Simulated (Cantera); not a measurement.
Cantera run, input and output.

```python
import numpy as np
import cantera as ct

gas = ct.Solution("h2o2.yaml")
gas.TPX = 600, 13332, {'H2': 1, 'O2': 0.192, 'N2': 0.846, 'H2O': 0.038}
flame = ct.FreeFlame(gas, width=0.16)
flame.set_refine_criteria(ratio=3, slope=0.08, curve=0.16)
flame.transport_model = "mixture-averaged"
flame.solve(loglevel=0, auto=True)
z, T = flame.grid, flame.T
thick = (T[-1] - T[0]) / np.gradient(T, z).max()
show = ['H2', 'O2', 'OH', 'H', 'H2O2', 'HO2']
print(f"laminar burning velocity  {flame.velocity[0] * 100:.3f} cm/s")
print(f"burnt temperature         {T[-1]:.1f} K")
print(f"thermal thickness         {thick * 1e3:.4f} mm")
print(f"grid points               {len(z)}")
z0 = z[flame.heat_release_rate.argmax()]
print(f"{'z/mm':>9s}{'T/K':>9s}{'u/(m/s)':>9s}" + "".join(f"{s:>11s}" for s in show))
rows = []
for k in (-3, -2, -1.5, -1, -0.5, -0.25, 0, 0.25, 0.5, 1, 2, 4, 8):
    zz = z0 + k * thick
    rows.append([k * thick, np.interp(zz, z, T), np.interp(zz, z, flame.velocity),
                 *(np.interp(zz, z, flame.X[gas.species_index(s)]) for s in show)])
    print(f"{rows[-1][0] * 1e3:9.3f}{rows[-1][1]:9.1f}{rows[-1][2]:9.3f}" + "".join(f"{x:11.3e}" for x in rows[-1][3:]))
```

It prints:

```
laminar burning velocity  587.860 cm/s
burnt temperature         1997.6 K
thermal thickness         6.5737 mm
grid points               139
     z/mm      T/K  u/(m/s)         H2         O2         OH          H       H2O2        HO2
  -19.721    600.0    5.879  4.817e-01  9.249e-02  1.680e-17  3.418e-14  4.226e-16  5.671e-13
  -13.147    600.0    5.879  4.817e-01  9.249e-02  9.591e-15  2.098e-11  2.217e-15  1.144e-10
   -9.861    600.0    5.879  4.817e-01  9.249e-02  1.228e-12  2.790e-09  2.920e-13  8.370e-09
   -6.574    600.0    5.879  4.817e-01  9.249e-02  1.254e-09  7.769e-07  3.881e-10  1.063e-06
   -3.287    614.0    6.005  4.795e-01  9.220e-02  2.330e-05  6.248e-04  4.424e-07  3.813e-05
   -1.643    733.9    7.097  4.577e-01  8.820e-02  1.591e-04  1.026e-02  2.664e-07  2.515e-05
    0.000   1046.8    9.900  3.492e-01  5.214e-02  9.764e-04  6.613e-02  1.087e-07  9.745e-06
    1.643   1259.2   11.844  2.638e-01  5.501e-03  1.252e-03  1.048e-01  4.813e-08  9.848e-07
    3.287   1336.5   12.516  2.599e-01  5.124e-04  1.283e-03  1.014e-01  3.662e-08  8.520e-08
    6.574   1424.8   13.260  2.674e-01  1.750e-04  1.546e-03  8.952e-02  3.927e-08  2.688e-08
   13.147   1523.7   14.076  2.770e-01  1.477e-04  1.784e-03  7.520e-02  3.655e-08  2.107e-08
   26.295   1627.7   14.916  2.872e-01  1.105e-04  1.893e-03  5.976e-02  2.742e-08  1.529e-08
   52.590   1728.4   15.714  2.971e-01  7.024e-05  1.805e-03  4.452e-02  1.653e-08  1.006e-08
```

Computed with Cantera and the H2/O2 subset of GRI-Mech 3.0, which has no nitrogen chemistry. Burning velocities carry a grid error of a few per cent, more on coarse grids.
